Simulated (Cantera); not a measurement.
## Ignition delay

Mixture: CH4 : H2 : O2 : N2 = 1 : 0.94 : 5.74 : 21.6 (molar parts), equivalence ratio 0.43, at 17.0 bar, adiabatic and at constant pressure. Ignition delay is the time to a rise of 400 K.

Computed with Cantera and GRI-Mech 3.0 (53 species, 325 reactions). The pressure lies above the range GRI-Mech 3.0 was tuned for (to about 10 atm).

```csv
T0 (K),delay (ms)
1100,1.81
1200,0.290
1300,0.0716
1400,0.0272
1500,0.0131
1600,0.00715
```

```yaml
apparent activation energy between 1400 and 1600 K: 120 kJ/mol
```
